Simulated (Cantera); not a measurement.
# Fluorocarbon and chlorocarbon gases: CH3Cl + Si + H2

Feed: 1 mol CH3Cl, 0.019 mol Si, a varied amount of H2, equilibrated at 1250 K and 0.00610 bar.

These are equilibrium values from Cantera (NASA tables, ideal gas, pure condensed phases), not measurements of a reactor. Candidate condensed phases: C, C6H6, C7H8, C8H18, Si, SiC; 109 gas species. The tables' values for SiCl3 are old estimates; treat these amounts as uncertain. Rates play no part.

From 0.15 mol H2 to 0.31 mol H2 the condensed part is C(graphite). From 0.65 mol H2 to 13 mol H2 the condensed part is C(graphite) + SiC(s). The main Si-bearing gas is SiCl4 at 0.15 mol H2 and SiCl2 at 13 mol H2.

| n(H2) (mol) | x H2 | x HCl | x SiCl4 | x SiCl2 | x SiCl3 | x SiHCl3 | x CH4 | x H | n C(graphite) | n SiC(s) |
|---|---|---|---|---|---|---|---|---|---|---|
| 0.15 | 0.554 | 0.437 | 0.00618 | 0.00135 | 0.00108 | 0.000279 | 2.06e-5 | 4.61e-6 | 1.000 | 0 |
| 0.31 | 0.585 | 0.407 | 0.00548 | 0.00146 | 0.00106 | 0.000280 | 2.29e-5 | 4.73e-6 | 1.000 | 0 |
| 0.65 | 0.634 | 0.361 | 0.00318 | 0.00117 | 0.000721 | 0.000199 | 2.69e-5 | 4.93e-6 | 0.995 | 0.00508 |
| 1.4 | 0.710 | 0.288 | 0.00103 | 0.000663 | 0.000308 | 9.01e-5 | 3.38e-5 | 5.22e-6 | 0.988 | 0.0119 |
| 2.9 | 0.797 | 0.202 | 0.000199 | 0.000292 | 9.02e-5 | 2.79e-5 | 4.26e-5 | 5.53e-6 | 0.984 | 0.0160 |
| 6.2 | 0.878 | 0.122 | 2.14e-5 | 9.57e-5 | 1.69e-5 | 5.49e-6 | 5.17e-5 | 5.80e-6 | 0.982 | 0.0179 |
| 13 | 0.933 | 0.0666 | 1.70e-6 | 2.70e-5 | 2.53e-6 | 8.49e-7 | 5.84e-5 | 5.98e-6 | 0.981 | 0.0185 |
x: gas mole fraction; n: condensed amount in mol.
